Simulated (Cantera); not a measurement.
Input (Python, Cantera) and output of one run.

```python
import numpy as np
import cantera as ct

gas_names = [...]  # 109 gases of nasa_gas.yaml made of C, Cl, H, Si
cond_names = """
    C(gr) C6H6(L) C7H8(L) C8H18(L),n-octa Si(cr) Si(L) SiC(b)
""".split()


# ... load() reads the species with a 1 bar reference pressure and builds the phases ...
atoms = {
    'SiCl4': {'Si': 1, 'CL': 4},
    'C3H8': {'C': 3, 'H': 8},
    'H2': {'H': 2},
}
top_T = {'C(gr)': 4500, 'SiC(b)': 3050}  # K; cautious upper limits of use, not melting points


# ... equilibrate(T, P, feed) seeds the gas with the atoms and calls Mixture.equilibrate('TP', solver="vcs", rtol=1e-11, max_steps=5000) ...
results = []
feed = {'SiCl4': 1, 'C3H8': 0.87, 'H2': 1100}  # mol
P = 133.322  # Pa
for T in [1098, 1248, 1398, 1548, 1698, 1848, 1998]:
    mix = equilibrate(T, P, feed)
    results.append((T, P, feed, dict(zip(mix.species_names, mix.species_moles))))
    x = sorted(zip(gas.X, gas.species_names), reverse=True)
    print(f"T = {T:g} K  P = {P:g} Pa  gas = {mix.phase_moles(0):.4g} mol")
    print("   x: " + "  ".join(f"{s} {v:.3e}" for v, s in x if v > 0.001))
    print("   condensed (mol): " + ("  ".join(f"{mix.phase(i).name} {mix.phase_moles(i):.4g}"
          for i in range(1, mix.n_phases) if mix.phase_moles(i) > 1e-12) or "none"))
```

It prints:

```
T = 1098 K  P = 133.322 Pa  gas = 1105 mol
   x: H2 9.963e-01  HCL 3.618e-03
   condensed (mol): C(gr) 1.557  SiC(b) 1
T = 1248 K  P = 133.322 Pa  gas = 1105 mol
   x: H2 9.964e-01  HCL 3.618e-03
   condensed (mol): C(gr) 1.593  SiC(b) 0.9999
T = 1398 K  P = 133.322 Pa  gas = 1106 mol
   x: H2 9.962e-01  HCL 3.617e-03
   condensed (mol): C(gr) 1.598  SiC(b) 0.9998
T = 1548 K  P = 133.322 Pa  gas = 1106 mol
   x: H2 9.955e-01  HCL 3.614e-03
   condensed (mol): C(gr) 1.573  SiC(b) 0.9993
T = 1698 K  P = 133.322 Pa  gas = 1108 mol
   x: H2 9.924e-01  H 3.945e-03  HCL 3.598e-03
   condensed (mol): C(gr) 1.459  SiC(b) 0.9902
T = 1848 K  P = 133.322 Pa  gas = 1114 mol
   x: H2 9.816e-01  H 1.439e-02  HCL 3.549e-03
   condensed (mol): C(gr) 1.211  SiC(b) 0.8268
T = 1998 K  P = 133.322 Pa  gas = 1131 mol
   x: H2 9.520e-01  H 4.287e-02  HCL 3.418e-03
   condensed (mol): C(gr) 0.888
```

Cantera equilibrium calculation (NASA polynomials, part measured and part estimated; ideal gas, pure solids and liquids).
